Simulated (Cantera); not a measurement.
Charge: 1 mol Si, 3.6 mol NF3, 2.8 mol N2, held at 1150 °C and 0.0133 bar.

Cantera equilibrium calculation (NASA polynomials, part measured and part estimated; ideal gas, pure solids and liquids). Candidate condensed phases: Si, Si3N4; 16 gas species. Equilibrium is a limit: real reactors are often held back by kinetics, nucleation or transport.

Base state: F 0.547, N2 0.371, SiF4 0.0807, F2 0.00110 (mole fractions); condensed: gas only.

Question: What changes in the equilibrium state with this change: 0.13 mol NH3 added?

Answer: 
| species | before | after |
|---|---|---|
| F | 0.547 | 0.513 |
| N2 | 0.371 | 0.375 |
| SiF4 | 0.0807 | 0.0803 |
| HF | 0 | 0.0313 |
| F2 | 0.00110 | 0.000972 |

Question: What changes in the equilibrium state with this change: N2 from 2.8 to 35 mol?

Answer: 
```
species   before    after
-------  -------  -------
N2         0.371    0.825
F          0.547    0.152
SiF4      0.0807   0.0224
F2       0.00110  8.57e-5
```
